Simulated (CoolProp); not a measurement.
A single-stage vapour-compression cycle with R1132(E): evaporating at 257.15 K (dew point), condensing at 318.15 K (bubble point), superheat 10 K, subcooling 5 K, compressor efficiency 0.7, no pressure losses. Each further row changes one setting.

The numbers come from the reference Helmholtz-energy equation of state, Akasaka 2024 in CoolProp.

| case | cooling COP | pressure ratio | discharge temperature (K) | refrigerating effect (kJ/kg) | volumetric capacity (kJ/m³) |
|---|---|---|---|---|---|
| as stated | 2.10 | 5.61 | 372.1 | 178 | 2700 |
| evaporating temperature 262.15 K | 2.39 | 4.72 | 367.3 | ___ | ___ |
| condensing temperature 313.15 K | 2.39 | 5.00 | 364.5 | 188 | 2850 |
| subcooling 10 K | 2.22 | 5.61 | 372.1 | 189 | 2850 |
| superheat 20 K | 2.11 | 5.61 | 383.4 | 188 | 2710 |
| compressor efficiency 0.6 | 1.80 | 5.61 | ___ | 178 | 2700 |

### Question
What belongs in the gaps?

### Answer

- evaporating temperature 262.15 K, refrigerating effect (kJ/kg): 181
- evaporating temperature 262.15 K, volumetric capacity (kJ/m³): 3240
- compressor efficiency 0.6, discharge temperature (K): 383.2
